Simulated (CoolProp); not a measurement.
R236EA along the isobar 2.49 MPa: Z from the reference equation and from simpler models built on Tc = 412.4 K, pc = 3.414 MPa, ω = 0.368; each cubic takes its own stable root.

Model: reference Helmholtz-energy equation of state, Rui 2013, in CoolProp.

```csv
T (K),phase,reference
296.8,liquid,0.1066
305.7,liquid,0.1055
314.5,liquid,0.1047
323.4,liquid,0.1041
332.3,liquid,0.1037
341.1,liquid,0.1036
350,liquid,0.1039
358.8,liquid,0.1045
367.7,liquid,0.1057
376.6,liquid,0.1077
385.4,liquid,0.1109
394.3,liquid,0.1171
403.1,gas,0.6240
412,gas,0.6755
```

Task: How far does each simpler model (van der Waals, Redlich-Kwong, Soave-Redlich-Kwong, Peng-Robinson) lie from the reference over these 14 states: mean and median of the absolute difference, and the worst?

Result: 
- van der Waals: mean 114.2 %, median 65.7 %, worst +461.7 % at 394.3 K and 2.49 MPa
- Redlich-Kwong: mean 45.6 %, median 18.4 %, worst +412.6 % at 394.3 K and 2.49 MPa
- Soave-Redlich-Kwong: mean 11.8 %, median 11.0 %, worst +24.3 % at 394.3 K and 2.49 MPa
- Peng-Robinson: mean 3.0 %, median 2.6 %, worst +10.2 % at 394.3 K and 2.49 MPa

At some of these states van der Waals, Redlich-Kwong gives the other phase, because its saturation line lies elsewhere.
